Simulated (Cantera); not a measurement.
A perfectly stirred reactor is fed with NO : N2 = 1 : 3.7 (molar parts), at 0.197 atm; it is held at 1825 K, and followed from long to short residence time.

Model: GRI-Mech 3.0 (53 species, 325 reactions), integrated in Cantera.

Task: What does this change do: pressure from 0.197 atm to 0.0247 atm?

Result: 
| quantity | before | after |
|---|---|---|
| x(NO) at τ = 5.40 s | 0.182 | 0.207 |
| x(N2O) at τ = 5.40 s | 1.32e-5 | 1.62e-5 |
| x(O) at τ = 5.40 s | 4.71e-5 | 8.09e-5 |
| x(N2) at τ = 5.40 s | 0.803 | 0.790 |
| x(O2) at τ = 5.40 s | 0.0155 | 0.00291 |
| x(NO) at τ = 20.0 ms | 0.213 | 0.213 |
| x(N2O) at τ = 20.0 ms | 1.38e-5 | 4.84e-6 |
| x(O) at τ = 20.0 ms | 1.48e-5 | 7.25e-6 |
| x(N2) at τ = 20.0 ms | 0.787 | 0.787 |
| x(O2) at τ = 20.0 ms | 3.63e-5 | 5.48e-7 |
Radical loss at walls, strong at low pressure, is not modelled.

Task: What does this change do: temperature 1825 to 1600 K?

Result: 
| quantity | before | after |
|---|---|---|
| x(NO) at τ = 5.40 s | 0.182 | 0.210 |
| x(N2O) at τ = 5.40 s | 1.32e-5 | 1.53e-5 |
| x(O) at τ = 5.40 s | 4.71e-5 | 1.89e-6 |
| x(N2) at τ = 5.40 s | 0.803 | 0.789 |
| x(O2) at τ = 5.40 s | 0.0155 | 0.00149 |
| x(NO) at τ = 20.0 ms | 0.213 | 0.213 |
| x(N2O) at τ = 20.0 ms | 1.38e-5 | 4.14e-6 |
| x(O) at τ = 20.0 ms | 1.48e-5 | 4.34e-7 |
| x(N2) at τ = 20.0 ms | 0.787 | 0.787 |
| x(O2) at τ = 20.0 ms | 3.63e-5 | 3.77e-7 |
